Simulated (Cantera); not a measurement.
Feed: 1 mol SiC, 0.027 mol N₂O, 550 mol N₂, at 22000 Pa.

Method: chemical equilibrium by Gibbs-energy minimisation in Cantera with the NASA 1993 tables (ideal gas, pure condensed phases). Candidate condensed phases: C, Si, SiC, SiO₂, Si₂N₂O, Si₃N₄; 34 gas species. Mutual solubility and eutectic melting of coexisting phases are not modelled. Rates play no part.

Problem. Which condensed phases are stable at each of these points (T (K)): 975, 1075, 1175, 1275, 1375, 1475, 1575, 1675, 1775, 1875, 1975, 2075, 2175?

Solution. 
| T (K) | condensed phases | Si condensed (%) |
|---|---|---|
| 975 | C(graphite) + Si₂N₂O(s) + Si₃N₄(s) | 100.0 |
| 1075 | C(graphite) + Si₂N₂O(s) + Si₃N₄(s) | 100.0 |
| 1175 | C(graphite) + Si₂N₂O(s) + Si₃N₄(s) | 100.0 |
| 1275 | C(graphite) + Si₂N₂O(s) + Si₃N₄(s) | 100.0 |
| 1375 | C(graphite) + Si₂N₂O(s) + Si₃N₄(s) | 100.0 |
| 1475 | C(graphite) + Si₃N₄(s) | 100.0 |
| 1575 | C(graphite) + Si₃N₄(s) | 100.0 |
| 1675 | SiC(s) + Si₃N₄(s) | 100.0 |
| 1775 | SiC(s) + Si₃N₄(s) | 99.7 |
| 1875 | SiC(s) + Si₃N₄(s) | 98.5 |
| 1975 | SiC(s) | 97.6 |
| 2075 | SiC(s) | 96.8 |
| 2175 | C(graphite) + SiC(s) | 90.6 |

From 975 K to 1375 K the condensed part is C(graphite) + Si₂N₂O(s) + Si₃N₄(s). From 1475 K to 1575 K the condensed part is C(graphite) + Si₃N₄(s). From 1675 K to 1875 K the condensed part is SiC(s) + Si₃N₄(s). From 1975 K to 2075 K the condensed part is SiC(s). At 2175 K the condensed part is C(graphite) + SiC(s).
